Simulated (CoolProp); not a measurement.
Values from CoolProp's reference Helmholtz-energy equation of state, Tillner-Roth 1997.

**Question.** For CH2F2 (R32), give the phase and the speed of sound (m/s), Prandtl number at 241.3 K and 316 kPa; 338.2 K and 316 kPa; 410.8 K and 316 kPa.

**Answer.** 
- 241.3 K and 316 kPa: liquid; speed of sound 868, Prandtl number 2.08
- 338.2 K and 316 kPa: gas; speed of sound 253, Prandtl number 0.817
- 410.8 K and 316 kPa: gas; speed of sound 277, Prandtl number 0.768

Viscosity comes from a separate model (Bell 2016), an estimate that may be off by 10 % or more. Thermal conductivity comes from a separate model (Huber 2003), an estimate that may be off by 10 % or more.
